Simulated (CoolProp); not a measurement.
Computed with CoolProp (reference Helmholtz-energy equation of state, Lemmon 2006). It is a short technical equation, of lower accuracy than the large ones.

Task: Give the vapour pressure (MPa), liquid density (kg/m³), vapour density (kg/m³), liquid cp (kJ/(kg K)) of saturated CH3F (R41) at 3.85, 35.25 °C.

Result: 
```
T (°C)  p (MPa)  liquid density (kg/m³)  vapour density (kg/m³)  liquid cp (kJ/(kg K))
------  -------  ----------------------  ----------------------  ---------------------
3.85       2.26                     665                    47.9                   2.72
35.25      4.84                     507                     140                   5.91
```
